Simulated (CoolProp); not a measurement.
The numbers come from the reference Helmholtz-energy equation of state, Gao 2022 in CoolProp.

### Question
For n-perfluoropentane, give the phase and the speed of sound (m/s) at 377.7 K and 0.0112 MPa; 377.7 K and 0.684 MPa.

### Answer
- 377.7 K and 0.0112 MPa: gas; speed of sound 106
- 377.7 K and 0.684 MPa: gas; speed of sound 84.8
